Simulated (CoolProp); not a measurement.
The fluid at 535.99 K and 1.46 MPa flows at 15 m/s in a round tube of 2 mm bore and 15 µm roughness, fully developed (64/Re and Nu = 3.66 if laminar; Colebrook and Gnielinski if turbulent). The same conditions are run with several fluids, on thermodynamics alone (safety and materials aside).

The numbers come from the reference Helmholtz-energy equation of state of each fluid (propylene: Lemmon 2013; n-heptane: Span 2003; sulfur hexafluoride: Guder 2009; ethanol: Schroeder 2014; ethane: Bücker 2006) in CoolProp.

### Question
Rank propylene, n-heptane, sulfur hexafluoride, ethanol, ethane by Reynolds number, highest first.

### Answer
n-heptane (108000), sulfur hexafluoride (56900), ethanol (30100), propylene (27600), ethane (18800)

```json
[
 {"fluid": "propylene", "Darcy friction factor": "0.0369", "pressure drop (Pa/m)": "29500", "heat-transfer coefficient (W/(m² K))": "2720", "mass flow (kg/h)": "2.41"},
 {"fluid": "n-heptane", "Darcy friction factor": "0.0351", "pressure drop (Pa/m)": "84500", "heat-transfer coefficient (W/(m² K))": "9270", "mass flow (kg/h)": "7.25"},
 {"fluid": "sulfur hexafluoride", "Darcy friction factor": "0.0357", "pressure drop (Pa/m)": "97700", "heat-transfer coefficient (W/(m² K))": "3460", "mass flow (kg/h)": "8.25"},
 {"fluid": "ethanol", "Darcy friction factor": "0.0367", "pressure drop (Pa/m)": "33200", "heat-transfer coefficient (W/(m² K))": "2830", "mass flow (kg/h)": "2.72"},
 {"fluid": "ethane", "Darcy friction factor": "0.0379", "pressure drop (Pa/m)": "21300", "heat-transfer coefficient (W/(m² K))": "2250", "mass flow (kg/h)": "1.69"}
]
```

Transport values come from each fluid's own correlations; those of propylene are estimates that may be off by 10 % or more.
